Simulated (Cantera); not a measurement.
Input: 1 mol Fe2O3, 1 mol CH4, 5.8 mol N2, held at 923 K and 0.0860 bar.

Method: chemical equilibrium by Gibbs-energy minimisation in Cantera with the NASA 1993 tables (ideal gas, pure condensed phases). Candidate condensed phases: C, C6H6, C7H8, C8H18, Fe, Fe(CO)5, FeO, Fe(OH)2, Fe(OH)3, Fe2O3, Fe3O4, H2O; 140 gas species. The tables' stoichiometric FeO is somewhat more stable than real wüstite, so its field is too wide. FeO: taken at fixed stoichiometry. Rates play no part.

Base state: N2 0.659, H2 0.198, CO 0.0877, H2O 0.0287, CO2 0.0259, CH4 6.33e-5 (mole fractions); condensed: Fe(α) + FeO(s).

Task: What changes in the equilibrium state with this change: temperature from 923 K to 2425 K?

Result: 
```tsv
species	before	after
N2	0.659	0.576
Fe	<1e-9	0.109
H2	0.198	0.0970
H	<1e-9	0.0190
H2O	0.0287	0.0904
CO2	0.0259	0.0134
CO	0.0877	0.0860
FeO	<1e-9	0.00466
OH	<1e-9	0.00336
NO	<1e-9	0.000487
O	<1e-9	0.000439
O2	<1e-9	0.000169
Fe(α), mol	0.481	0
FeO(s), mol	1.52	0
FeO(l), mol	0	0.859
```
